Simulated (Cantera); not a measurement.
Feed: 1 mol Si3N4, 0.071 mol H2O, a varied amount of H2, equilibrated at 10.0 mbar.

Points: T (K) = 1273, 1298, 1323, 1348, 1373, 1398, 1423, 1448, 1473, 1498, 1523; n(H2) (mol) = 27, 80, 130, 190, 240, 290, 350, 400, 450, 500, 560, 610, 660.

Cantera's Mixture.equilibrate('TP', solver="vcs", rtol=1e-11, max_steps=5000) on the NASA tables stopped like this:

```
ERROR: FAILURE its = 5001!

*******************************************************************************
CanteraError thrown by MultiPhase::equilibrate:
VCS solver failed. Return code: -1
*******************************************************************************
```

Task: What got this run through?

Result: Several could match; the one computed here: The failure is numerical, not chemical. The same input converged with solver="gibbs", rtol=1e-10, max_steps=50000, and the result passed a check of the equilibrium conditions:
```
   1273         27  Si2N2O(s) + Si3N4(a)
   1273         80  Si2N2O(s) + Si3N4(a)
   1273        130  Si2N2O(s) + Si3N4(a)
   1273        190  Si2N2O(s) + Si3N4(a)
   1273        240  Si2N2O(s) + Si3N4(a)
   1273        290  Si2N2O(s) + Si3N4(a)
   1273        350  Si2N2O(s) + Si3N4(a)
   1273        400  Si2N2O(s) + Si3N4(a)
   1273        450  Si2N2O(s) + Si3N4(a)
   1273        500  Si2N2O(s) + Si3N4(a)
   1273        560  Si2N2O(s) + Si3N4(a)
   1273        610  Si2N2O(s) + Si3N4(a)
   1273        660  Si2N2O(s) + Si3N4(a)
   1298         27  Si2N2O(s) + Si3N4(a)
   1298         80  Si2N2O(s) + Si3N4(a)
   1298        130  Si2N2O(s) + Si3N4(a)
   1298        190  Si2N2O(s) + Si3N4(a)
   1298        240  Si2N2O(s) + Si3N4(a)
   1298        290  Si2N2O(s) + Si3N4(a)
   1298        350  Si2N2O(s) + Si3N4(a)
   1298        400  Si2N2O(s) + Si3N4(a)
   1298        450  Si2N2O(s) + Si3N4(a)
   1298        500  Si2N2O(s) + Si3N4(a)
   1298        560  Si(cr) + Si2N2O(s) + Si3N4(a)
   1298        610  Si(cr) + Si2N2O(s) + Si3N4(a)
   1298        660  Si(cr) + Si2N2O(s) + Si3N4(a)
   1323         27  Si2N2O(s) + Si3N4(a)
   1323         80  Si2N2O(s) + Si3N4(a)
   1323        130  Si2N2O(s) + Si3N4(a)
   1323        190  Si2N2O(s) + Si3N4(a)
   1323        240  Si2N2O(s) + Si3N4(a)
   1323        290  Si(cr) + Si2N2O(s) + Si3N4(a)
   1323        350  Si(cr) + Si2N2O(s) + Si3N4(a)
   1323        400  Si(cr) + Si2N2O(s) + Si3N4(a)
   1323        450  Si(cr) + Si2N2O(s) + Si3N4(a)
   1323        500  Si(cr) + Si2N2O(s) + Si3N4(a)
   1323        560  Si(cr) + Si2N2O(s) + Si3N4(a)
   1323        610  Si(cr) + Si2N2O(s) + Si3N4(a)
   1323        660  Si(cr) + Si2N2O(s) + Si3N4(a)
   1348         27  Si2N2O(s) + Si3N4(a)
   1348         80  Si2N2O(s) + Si3N4(a)
   1348        130  Si2N2O(s) + Si3N4(a)
   1348        190  Si(cr) + Si2N2O(s) + Si3N4(a)
   1348        240  Si(cr) + Si2N2O(s) + Si3N4(a)
   1348        290  Si(cr) + Si2N2O(s) + Si3N4(a)
   1348        350  Si(cr) + Si2N2O(s) + Si3N4(a)
   1348        400  Si(cr) + Si2N2O(s) + Si3N4(a)
   1348        450  Si(cr) + Si2N2O(s) + Si3N4(a)
   1348        500  Si(cr) + Si2N2O(s) + Si3N4(a)
   1348        560  Si(cr) + Si2N2O(s) + Si3N4(a)
   1348        610  Si(cr) + Si2N2O(s) + Si3N4(a)
   1348        660  Si(cr) + Si2N2O(s) + Si3N4(a)
   1373         27  Si2N2O(s) + Si3N4(a)
   1373         80  Si(cr) + Si2N2O(s) + Si3N4(a)
   1373        130  Si(cr) + Si2N2O(s) + Si3N4(a)
   1373        190  Si(cr) + Si2N2O(s) + Si3N4(a)
   1373        240  Si(cr) + Si2N2O(s) + Si3N4(a)
   1373        290  Si(cr) + Si2N2O(s) + Si3N4(a)
   1373        350  Si(cr) + Si2N2O(s) + Si3N4(a)
   1373        400  Si(cr) + Si2N2O(s) + Si3N4(a)
   1373        450  Si(cr) + Si2N2O(s) + Si3N4(a)
   1373        500  Si(cr) + Si2N2O(s) + Si3N4(a)
   1373        560  Si(cr) + Si2N2O(s) + Si3N4(a)
   1373        610  Si(cr) + Si2N2O(s) + Si3N4(a)
   1373        660  Si(cr) + Si2N2O(s) + Si3N4(a)
   1398         27  Si2N2O(s) + Si3N4(a)
   1398         80  Si(cr) + Si2N2O(s) + Si3N4(a)
   1398        130  Si(cr) + Si2N2O(s) + Si3N4(a)
   1398        190  Si(cr) + Si2N2O(s) + Si3N4(a)
   1398        240  Si(cr) + Si2N2O(s) + Si3N4(a)
   1398        290  Si(cr) + Si2N2O(s) + Si3N4(a)
   1398        350  Si(cr) + Si2N2O(s) + Si3N4(a)
   1398        400  Si(cr) + Si2N2O(s) + Si3N4(a)
   1398        450  Si(cr) + Si2N2O(s) + Si3N4(a)
   1398        500  Si(cr) + Si2N2O(s) + Si3N4(a)
   1398        560  Si(cr) + Si2N2O(s) + Si3N4(a)
   1398        610  Si(cr) + Si2N2O(s) + Si3N4(a)
   1398        660  Si(cr) + Si2N2O(s) + Si3N4(a)
   1423         27  Si(cr) + Si2N2O(s) + Si3N4(a)
   1423         80  Si(cr) + Si2N2O(s) + Si3N4(a)
   1423        130  Si(cr) + Si2N2O(s) + Si3N4(a)
   1423        190  Si(cr) + Si2N2O(s) + Si3N4(a)
   1423        240  Si(cr) + Si2N2O(s) + Si3N4(a)
   1423        290  Si(cr) + Si2N2O(s) + Si3N4(a)
   1423        350  Si(cr) + Si2N2O(s) + Si3N4(a)
   1423        400  Si(cr) + Si2N2O(s) + Si3N4(a)
   1423        450  Si(cr) + Si2N2O(s) + Si3N4(a)
   1423        500  Si(cr) + Si2N2O(s) + Si3N4(a)
   1423        560  Si(cr) + Si2N2O(s) + Si3N4(a)
   1423        610  Si(cr) + Si2N2O(s) + Si3N4(a)
   1423        660  Si(cr) + Si2N2O(s) + Si3N4(a)
   1448         27  Si(cr) + Si2N2O(s) + Si3N4(a)
   1448         80  Si(cr) + Si2N2O(s) + Si3N4(a)
   1448        130  Si(cr) + Si2N2O(s) + Si3N4(a)
   1448        190  Si(cr) + Si2N2O(s) + Si3N4(a)
   1448        240  Si(cr) + Si2N2O(s) + Si3N4(a)
   1448        290  Si(cr) + Si2N2O(s) + Si3N4(a)
   1448        350  Si(cr) + Si2N2O(s) + Si3N4(a)
   1448        400  Si(cr) + Si2N2O(s) + Si3N4(a)
   1448        450  Si(cr) + Si2N2O(s) + Si3N4(a)
   1448        500  Si(cr) + Si2N2O(s) + Si3N4(a)
   1448        560  Si(cr) + Si2N2O(s) + Si3N4(a)
   1448        610  Si(cr) + Si2N2O(s) + Si3N4(a)
   1448        660  Si(cr) + Si2N2O(s) + Si3N4(a)
   1473         27  Si(cr) + Si2N2O(s) + Si3N4(a)
   1473         80  Si(cr) + Si2N2O(s) + Si3N4(
```

The gas is ideal and each condensed phase is pure. Mutual solubility and eutectic melting of coexisting phases are not modelled.
